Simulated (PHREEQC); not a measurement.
MgCl2 is added in steps, without added water, to 1 kg of water holding 0.0041 mol/kgw HCl and 0.06 mol/kgw MnSO4, at 25 °C. The system is closed to oxygen. No CO2 enters from the air. Only these solids could form: Brucite, Pyrochroite, Epsomite.

Base run: PHREEQC, ion-association model, wateq4f.dat. Each further column changes one thing. The table gives pH.

| MgCl2 added (mol) | base | HCl left out | diluted 5-fold with water | no solid may form |
|---|---|---|---|---|
| 0 | 2.81 | 6.40 | 3.30 | 2.81 |
| 0.02813 | 2.76 | 6.35 | 3.26 | 2.76 |
| 0.06187 | 2.73 | 6.32 | 3.25 | 2.73 |
| 0.09 | 2.70 | 6.30 | 3.24 | 2.70 |
| 0.1181 | 2.69 | 6.28 | 3.24 | 2.69 |
| 0.1519 | 2.67 | 6.27 | 3.24 | 2.67 |
| 0.18 | 2.66 | 6.25 | 3.24 | 2.66 |
